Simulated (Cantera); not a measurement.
Input: 1 mol SiHCl3, 96 mol H2, at 10.0 mbar.

These are equilibrium values from Cantera (NASA tables, ideal gas, pure condensed phases), not measurements of a reactor. Candidate condensed phases: Si; 19 gas species. The tables' values for SiCl3 are old estimates; treat these amounts as uncertain. Rates play no part. All values below are at 1152 °C.

Base state: H2 0.972, HCl 0.0262, SiCl2 0.00214, H 6.72e-5, SiCl3 2.36e-5 (mole fractions); condensed: Si(s).

Q: What changes in the equilibrium state with this change: H2 from 96 to 650 mol?

A: 
```tsv
species	before	after
H2	0.972	0.995
HCl	0.0262	0.00448
H	6.72e-5	6.81e-5
SiCl2	0.00214	6.08e-5
SiCl3	2.36e-5	1.13e-7
Si(s), mol	0.787	0.960
```
